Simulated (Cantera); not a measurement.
An isothermal, constant-pressure homogeneous reactor starts with 41.3 % N₂O, 0.949 % H₂, 57.8 % N₂, at 1550 K and 0.990 bar.

Computed with Cantera and GRI-Mech 3.0 (53 species, 325 reactions). GRI-Mech 3.0 was tuned for natural gas; its chemistry of N2O as a main component is partial and can be far from experiment. The temperature is held fixed by assumption; the heat of reaction is taken as removed at once.

**Question.** Predict: x(N₂O) at 2.00 s; x(H₂) at 2.00 s; x(H₂O) at 2.00 s; x(N₂) at 2.00 s; x(NO) at 2.00 s; x(HO₂) at 2.00 s.

**Answer.** 
- x(N₂O) at 2.00 s = 1.54e-6 (gas-phase equilibrium 8.73e-8)
- x(H₂) at 2.00 s = 7.88e-8 (gas-phase equilibrium 7.05e-8)
- x(H₂O) at 2.00 s = 0.00789 (gas-phase equilibrium 0.00788)
- x(N₂) at 2.00 s = 0.791 (gas-phase equilibrium 0.824)
- x(NO) at 2.00 s = 0.0667 (gas-phase equilibrium 0.00142)
- x(HO₂) at 2.00 s = 5.50e-8 (gas-phase equilibrium 6.47e-8)
